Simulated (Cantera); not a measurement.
A Cantera script and what it prints.

```python
import numpy as np
import cantera as ct

gas_names = """
    H H2 N NH NH2 NH3 N2 N2H2 N2H4 Si SiH SiH2 SiH3 SiH4 SiN Si2 Si2N Si3
""".split()
cond_names = """
    Si(cr) Si(L) Si3N4(a)
""".split()


# ... load() reads the species with a 1 bar reference pressure and builds the phases ...
atoms = {
    'trisilylamine': {'Si': 3, 'N': 1, 'H': 9},
    'N2': {'N': 2},
    'H2': {'H': 2},
}
top_T = {'Si3N4(a)': 2400}  # K; cautious upper limits of use, not melting points


# ... equilibrate(T, P, feed) seeds the gas with the atoms and calls Mixture.equilibrate('TP', solver="vcs", rtol=1e-11, max_steps=5000) ...
results = []
T = 1198  # K
P = 16  # Pa
for m in [1.4, 2.1, 2.8, 3.5, 4.2, 4.9, 5.6, 6.3, 7, 7.7]:
    feed = {'trisilylamine': 1, 'N2': m, 'H2': 0.12}  # mol
    mix = equilibrate(T, P, feed)
    results.append((T, P, feed, dict(zip(mix.species_names, mix.species_moles))))
    x = sorted(zip(gas.X, gas.species_names), reverse=True)
    print(f"T = {T:g} K  P = {P:g} Pa  n(N2) = {m:g} mol  gas = {mix.phase_moles(0):.4g} mol")
    print("   x: " + "  ".join(f"{s} {v:.3e}" for v, s in x if v > 1e-06))
    print("   condensed (mol): " + ("  ".join(f"{mix.phase(i).name} {mix.phase_moles(i):.4g}"
          for i in range(1, mix.n_phases) if mix.phase_moles(i) > 1e-12) or "none"))
```

Output:

```
T = 1198 K  P = 16 Pa  n(N2) = 1.4 mol  gas = 4.621 mol
   x: H2 9.998e-01  N2 1.674e-04  H 1.503e-05
   condensed (mol): Si(cr) 0.1512  Si3N4(a) 0.9496
T = 1198 K  P = 16 Pa  n(N2) = 2.1 mol  gas = 5.22 mol
   x: H2 8.850e-01  N2 1.149e-01  H 1.414e-05
   condensed (mol): Si3N4(a) 1
T = 1198 K  P = 16 Pa  n(N2) = 2.8 mol  gas = 5.92 mol
   x: H2 7.804e-01  N2 2.196e-01  H 1.328e-05
   condensed (mol): Si3N4(a) 1
T = 1198 K  P = 16 Pa  n(N2) = 3.5 mol  gas = 6.62 mol
   x: H2 6.979e-01  N2 3.021e-01  H 1.256e-05
   condensed (mol): Si3N4(a) 1
T = 1198 K  P = 16 Pa  n(N2) = 4.2 mol  gas = 7.32 mol
   x: H2 6.311e-01  N2 3.689e-01  H 1.194e-05
   condensed (mol): Si3N4(a) 1
T = 1198 K  P = 16 Pa  n(N2) = 4.9 mol  gas = 8.02 mol
   x: H2 5.761e-01  N2 4.239e-01  H 1.141e-05
   condensed (mol): Si3N4(a) 1
T = 1198 K  P = 16 Pa  n(N2) = 5.6 mol  gas = 8.72 mol
   x: H2 5.298e-01  N2 4.702e-01  H 1.094e-05
   condensed (mol): Si3N4(a) 1
T = 1198 K  P = 16 Pa  n(N2) = 6.3 mol  gas = 9.42 mol
   x: N2 5.096e-01  H2 4.904e-01  H 1.052e-05
   condensed (mol): Si3N4(a) 1
T = 1198 K  P = 16 Pa  n(N2) = 7 mol  gas = 10.12 mol
   x: N2 5.435e-01  H2 4.565e-01  H 1.015e-05
   condensed (mol): Si3N4(a) 1
T = 1198 K  P = 16 Pa  n(N2) = 7.7 mol  gas = 10.82 mol
   x: N2 5.730e-01  H2 4.270e-01  H 9.820e-06
   condensed (mol): Si3N4(a) 1
```

Method: chemical equilibrium by Gibbs-energy minimisation in Cantera with the NASA 1993 tables (ideal gas, pure condensed phases). The feed counts by its element totals alone. Mutual solubility and eutectic melting of coexisting phases are not modelled.
